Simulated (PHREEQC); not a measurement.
Consider water at 25 °C with 0.04 mol FeCl3, 5.1e-05 mol NaH2PO4 and 4.4e-05 mol Na2SO4 per kg of water. Closed to the air; pH follows from the charge balance.

Computed with PHREEQC (ion-association model, wateq4f.dat).

This is a speciation only: nothing precipitates in the calculation.

Question: What pH, ionic strength does the model give?

Answer: pH 2.00; ionic strength 0.185 mol/kgw.

Question: In which forms is Cl present?

Answer: Cl- 86 %, FeCl+2 11 %, FeCl2+ 2.9 % of the Cl.

Examples of supersaturated solids here: Strengite, Hematite (slow to form). Others may be too. H3PO4, which wateq4f.dat lacks, is added to it with the constant of phreeqc.dat.
